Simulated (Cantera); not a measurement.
Input: 1 mol Si, 0.014 mol H₂O, 48 mol N₂, equilibrated at 1450 °C and 1 atm.

Cantera equilibrium calculation (NASA polynomials, part measured and part estimated; ideal gas, pure solids and liquids). Candidate condensed phases: H₂O, Si, SiO₂, Si₂N₂O, Si₃N₄; 35 gas species. Mutual solubility and eutectic melting of coexisting phases are not modelled. The numbers say what is thermodynamically allowed, not how fast it happens.

Base state: N₂ 1.000, H₂ 0.000294, SiO 1.21e-5 (mole fractions); condensed: Si₂N₂O(s) + Si₃N₄(s).

### Question
What changes in the equilibrium state with this change: temperature from 1450 °C to 1802 °C?

### Answer
```json
[
 {"species": "N₂", "before": "1.000", "after": "0.999"},
 {"species": "SiO", "before": "1.21e-5", "after": "0.000295"},
 {"species": "H₂", "before": "0.000294", "after": "0.000273"},
 {"species": "Si", "before": "1.71e-8", "after": "5.63e-5"},
 {"species": "SiN", "before": "9.66e-9", "after": "1.24e-5"},
 {"species": "H", "before": "3.11e-6", "after": "4.37e-5"},
 {"species": "Si₂N₂O(s), mol", "before": "0.0134", "after": "0"},
 {"species": "Si₃N₄(s), mol", "before": "0.324", "after": "0.327"}
]
```
The tables' values for SiN are old estimates; treat these amounts as uncertain.
